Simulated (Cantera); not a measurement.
Cantera run:

```python
import numpy as np
import cantera as ct

gas_names = """
    C CO COS CO2 CS CS2 C2 C2O C3 C3O2 C4 C5 Mg MgO MgS Mg2 O O2 O3 S SO SO2 SO3 S2 S2O S8
""".split()
cond_names = """
    C(gr) Mg(cr) Mg(L) MgCO3(s) MgO(s) MgO(L) MgS(s) MgSO4(s) MgSO4(L) S(cr1) S(cr2) S(L)
""".split()


def load(file, names, dense=False):
    # The tables refer to 1 bar. Condensed volumes are neglected.
    table = {s.name: s for s in ct.Species.list_from_file(file)}
    out = []
    for n in names:
        d = dict(table[n].input_data)
        d["thermo"] = dict(d["thermo"], **{"reference-pressure": 1e5})
        if dense:
            d["equation-of-state"] = {"model": "constant-volume", "density": "1e6 g/cm^3"}
        out.append(ct.Species.from_dict(d))
    return out


gas = ct.Solution(thermo="ideal-gas", species=load("nasa_gas.yaml", gas_names))
cond = {s.name: ct.Solution(thermo="fixed-stoichiometry", species=[s], name=s.name)
        for s in load("nasa_condensed.yaml", cond_names, dense=True)}
atoms = {
    'MgSO4': {'Mg': 1, 'S': 1, 'O': 4},
    'C': {'C': 1},
    'CO2': {'C': 1, 'O': 2},
}
top_T = {'C(gr)': 4500, 'MgS(s)': 2250}  # K; cautious upper limits of use, not melting points


def equilibrate(T, P, feed):
    n = {}
    for name, mol in feed.items():
        for a, k in atoms[name].items():
            n[a] = n.get(a, 0.0) + k * mol
    gas.TPX = T, P, n
    mass = sum(n.values()) * gas.mean_molecular_weight
    gas.equilibrate("TP")
    valid = [c for c in cond.values() if c.min_temp <= T <= top_T.get(c.name, c.max_temp)]
    mix = ct.Mixture([(gas, mass / gas.mean_molecular_weight)] + [(c, 0.0) for c in valid])
    mix.T, mix.P = T, P
    mix.equilibrate("TP", solver="vcs", rtol=1e-11, max_steps=5000)
    return mix


results = []
feed = {'MgSO4': 1, 'C': 0.42, 'CO2': 0.61}  # mol
T = 875  # K
for P in [10, 68, 460, 3200, 22000, 150000, 1000000]:
    mix = equilibrate(T, P, feed)
    results.append((T, P, feed, dict(zip(mix.species_names, mix.species_moles))))

top = {s: max(r[3][s] / sum(r[3][g] for g in gas_names) for r in results) for s in gas_names}
cols = sorted((s for s in top if top[s] > 0.0001), key=lambda s: -top[s])[:5]
seen = [c for c in cond_names if any(r[3].get(c, 0) > 1e-12 for r in results)]
print("log10 of partial pressures in bar; condensed amounts in mol")
print(f"{'P/Pa':>10s}" + "".join(f"{s[:9]:>10s}" for s in cols + seen))
for T, P, feed, n in results:
    ng = sum(n[g] for g in gas_names)
    print(f"{P:10.4g}" + "".join(f"{np.log10(max(n[s] / ng * P / 1e5, 1e-99)):10.3f}" for s in cols)
          + "".join(f"{n.get(c, 0):10.4g}" for c in seen))
```

It prints:

```
log10 of partial pressures in bar; condensed amounts in mol
      P/Pa       CO2       SO2        S2        S8       S2O    MgO(s)  MgSO4(s)
        10    -4.259    -4.348   -28.183   -99.000   -24.517    0.8411    0.1589
        68    -3.427    -3.515   -23.187   -92.635   -20.353    0.8401    0.1599
       460    -2.596    -2.685   -18.206   -72.709   -16.202      0.84      0.16
      3200    -1.754    -1.842   -13.151   -52.491   -11.990      0.84      0.16
   2.2e+04    -0.917    -1.005    -8.128   -32.397    -7.804      0.84      0.16
   1.5e+05    -0.082    -0.174    -3.139   -12.444    -3.647    0.8354    0.1646
     1e+06     0.874     0.290    -0.354    -1.303    -1.326    0.4596    0.5404
```

Method: chemical equilibrium by Gibbs-energy minimisation in Cantera with the NASA 1993 tables (ideal gas, pure condensed phases). Gases not in the tables: S3 to S7.
